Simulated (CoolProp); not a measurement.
R365MFC at several states: Z from the reference equation and from simpler models built on Tc = 460.0 K, pc = 3.266 MPa, ω = 0.377; each cubic takes its own stable root.

Values from CoolProp's reference Helmholtz-energy equation of state, Lemmon 2016.

```tsv
T (K)	p (MPa)	phase	reference	van der Waals	Redlich-Kwong	Peng-Robinson
451.4	0.0336	gas	0.9960	0.9968	0.9963	0.9958
290.4	0.0774	liquid	0.003727	0.9792	0.9705	0.003574
282.4	11.8	liquid	0.5667	0.9035	0.6308	0.5423
439.6	0.938	gas	0.8679	0.8957	0.8785	0.8631
474.6	1.52	gas	0.8333	0.8549	0.8394	0.8277
```

At some of these states van der Waals, Redlich-Kwong gives the other phase, because its saturation line lies elsewhere.
